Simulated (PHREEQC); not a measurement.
Dissolve 0.76 mol/kgw Cu(NO3)2 and 0.00016 mol/kgw FeCl3 at 25 °C. Closed to the air; pH follows from the charge balance.

Computed with PHREEQC (ion-association model, phreeqc.dat).

This is a speciation only: nothing precipitates in the calculation.

Predict the pH.

pH 3.76.

In which forms is Cl present?

Cl- 73 %, CuCl+ 27 % of the Cl.

Examples of supersaturated solids here: Hematite (slow to form), Goethite (slow to form). Others may be too. Ionic strength above about 0.7 mol/kgw puts this run outside the model's range.
